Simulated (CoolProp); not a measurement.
Vapour-liquid equilibrium of CF4 (R14) (1) + R13 (2) at 228 kPa; x and y are mole fractions of (1).

The numbers come from the multi-fluid Helmholtz-energy mixture model, Platzer 1990 and Platzer 1990; pair parameters Bell 2016 in CoolProp. This equation is an older, rougher fit; its heat capacities, sound speeds and derivatives of the liquid may be far off and weren't checked against measurements.

```
x      bubble temperature, mixture model (K)  bubble temperature, Raoult's law (K)  y, mixture model  y, Raoult's law
-----  -------------------------------------  ------------------------------------  ----------------  ---------------
0.05                                   198.8                                 200.4             0.375            0.345
0.125                                  188.4                                 191.4             0.655            0.618
0.2                                    181.5                                 184.8             0.784            0.758
0.275                                  176.6                                 179.7             0.852            0.838
0.35                                   172.9                                 175.7             0.893            0.888
0.425                                  170.1                                 172.3             0.919            0.921
0.5                                    167.8                                 169.5             0.938            0.943
0.575                                  165.8                                 167.1             0.952            0.960
0.65                                   164.1                                 165.0             0.963            0.972
0.725                                  162.6                                 163.1             0.973            0.981
0.8                                    161.2                                 161.5             0.981            0.988
0.875                                  159.9                                 160.0             0.988            0.993
0.95                                   158.6                                 158.6             0.995            0.998
```

The largest gap from Raoult's law is -3.3 K in bubble temperature, at x = 0.2. No azeotrope shows between x = 0.05 and 0.95.

The pair parameters rest on a limited set of measurements; away from them the model extrapolates.
